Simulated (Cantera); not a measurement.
Feed: 1 mol toluene, 0.4 mol H₂, at 6.60 bar.

Cantera equilibrium calculation (NASA polynomials, part measured and part estimated; ideal gas, pure solids and liquids). Candidate condensed phases: C, C₆H₆, C₇H₈, C₈H₁₈; 76 gas species. Kinetics and transport are ignored.

Task: What share of the C ends up in condensed phases as a function of T (K), at 1175, 1375, 1575, 1775, 1975, 2175, 2375, 2575, 2775, 2975?

Result: 
| T (K) | C condensed (%) | as |
|---|---|---|
| 1175 | 94.2 | C(graphite) |
| 1375 | 98.1 | C(graphite) |
| 1575 | 99.3 | C(graphite) |
| 1775 | 99.6 | C(graphite) |
| 1975 | 99.7 | C(graphite) |
| 2175 | 99.6 | C(graphite) |
| 2375 | 99.1 | C(graphite) |
| 2575 | 98.1 | C(graphite) |
| 2775 | 96.1 | C(graphite) |
| 2975 | 92.8 | C(graphite) |
